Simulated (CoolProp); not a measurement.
Vapour-liquid equilibrium of ethanol (1) + toluene (2) at 471.5 K; x and y are mole fractions of (1).

Model: multi-fluid Helmholtz-energy mixture model, Schroeder 2014 and Lemmon 2006; pair parameters Bell 2016, in CoolProp.

| x | bubble pressure, mixture model (MPa) | bubble pressure, Raoult's law (MPa) | y, mixture model | y, Raoult's law |
|---|---|---|---|---|
| 0.05 | 1.005 | 0.8363 | 0.266 | 0.173 |
| 0.15 | 1.432 | 1.052 | 0.488 | 0.412 |
| 0.25 | 1.731 | 1.268 | 0.588 | 0.569 |
| 0.35 | 1.952 | 1.484 | 0.648 | 0.681 |
| 0.45 | 2.130 | 1.699 | 0.696 | 0.764 |
| 0.55 | 2.287 | 1.915 | 0.740 | 0.829 |
| 0.65 | 2.434 | 2.131 | 0.786 | 0.880 |
| 0.75 | 2.575 | 2.347 | 0.837 | 0.922 |
| 0.85 | 2.708 | 2.562 | 0.896 | 0.957 |
| 0.95 | 2.830 | 2.778 | 0.963 | 0.987 |

The largest gap from Raoult's law is +36.5 % in bubble pressure, at x = 0.25. No azeotrope shows between x = 0.05 and 0.95.

Pair parameters are fitted to limited data, so mixtures are less certain than the pure fluids.
